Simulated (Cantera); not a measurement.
Cantera run:

```python
import numpy as np
import cantera as ct

gas_names = [...]  # 58 gases of nasa_gas.yaml made of F, H, N, O, Si
cond_names = """
    H2O(s) H2O(L) Si(cr) Si(L) SiO2(Lqz) SiO2(hqz) SiO2(L) Si2N2O(s) Si3N4(a)
""".split()


# ... load() reads the species with a 1 bar reference pressure and builds the phases ...
atoms = {
    'SiO2': {'Si': 1, 'O': 2},
    'HF': {'H': 1, 'F': 1},
    'N2': {'N': 2},
}
top_T = {'Si2N2O(s)': 2100, 'Si3N4(a)': 2400}  # K; cautious upper limits of use, not melting points


# ... equilibrate(T, P, feed) seeds the gas with the atoms and calls Mixture.equilibrate('TP', solver="vcs", rtol=1e-11, max_steps=5000) ...
results = []
feed = {'SiO2': 1, 'HF': 38, 'N2': 5.4}  # mol
P = 12  # Pa
for T in [975, 1025, 1075, 1125, 1175, 1225, 1275]:
    mix = equilibrate(T, P, feed)
    results.append((T, P, feed, dict(zip(mix.species_names, mix.species_moles))))

top = {s: max(r[3][s] / sum(r[3][g] for g in gas_names) for r in results) for s in gas_names}
cols = sorted((s for s in top if top[s] > 1e-06), key=lambda s: -top[s])[:7]
seen = [c for c in cond_names if any(r[3].get(c, 0) > 1e-12 for r in results)]
print("log10 of partial pressures in bar; condensed amounts in mol")
print(f"{'T/K':>10s}" + "".join(f"{s[:9]:>10s}" for s in cols + seen))
for T, P, feed, n in results:
    ng = sum(n[g] for g in gas_names)
    print(f"{T:10.4g}" + "".join(f"{np.log10(max(n[s] / ng * P / 1e5, 1e-99)):10.3f}" for s in cols)
          + "".join(f"{n.get(c, 0):10.4g}" for c in seen))
```

Output:

```
log10 of partial pressures in bar; condensed amounts in mol
       T/K        HF        N2       H2O      SiF4        H2        O2        OH SiO2(hqz)
       975    -4.017    -4.816    -5.247    -5.548   -10.319   -10.638   -11.771         0
      1025    -4.017    -4.816    -5.247    -5.548    -9.886   -10.207   -11.238         0
      1075    -4.017    -4.816    -5.247    -5.548    -9.493    -9.817   -10.756         0
      1125    -4.017    -4.816    -5.247    -5.548    -9.134    -9.461   -10.315         0
      1175    -4.011    -4.817    -5.309    -5.610    -8.847    -9.178    -9.954    0.1305
      1225    -4.007    -4.818    -5.369    -5.670    -8.585    -8.919    -9.624    0.2405
      1275    -4.004    -4.819    -5.426    -5.726    -8.343    -8.680    -9.321    0.3308
```

These are equilibrium values from Cantera (NASA tables, ideal gas, pure condensed phases), not measurements of a reactor. The tables hold silica as quartz up to 1696 K and as liquid above; real silica turns to tridymite and cristobalite and melts near 1996 K.
